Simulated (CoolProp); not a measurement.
Dimethyl ether along the isobar 7.09 MPa: density (kg/m³) from the reference equation and from simpler models built on Tc = 400.4 K, pc = 5.337 MPa, ω = 0.196; each cubic takes its own stable root.

Values from CoolProp's reference Helmholtz-energy equation of state, Wu 2011.

```csv
T (K),phase,reference
368,liquid,547.4
390.4,liquid,483.4
412.9,supercritical,352.1
435.3,supercritical,171.8
457.7,supercritical,132.9
480.1,supercritical,113.7
502.6,supercritical,101.3
525,supercritical,92.40
```

### Question
How far does each simpler model (van der Waals, Redlich-Kwong, Soave-Redlich-Kwong, Peng-Robinson) lie from the reference over these 8 states: mean and median of the absolute difference, and the worst?

### Answer
- van der Waals: mean 15.2 %, median 8.1 %, worst -35.1 % at 368 K and 7.09 MPa
- Redlich-Kwong: mean 6.7 %, median 1.6 %, worst -16.8 % at 390.4 K and 7.09 MPa
- Soave-Redlich-Kwong: mean 8.3 %, median 5.0 %, worst -18.5 % at 412.9 K and 7.09 MPa
- Peng-Robinson: mean 2.7 %, median 0.7 %, worst -11.6 % at 412.9 K and 7.09 MPa
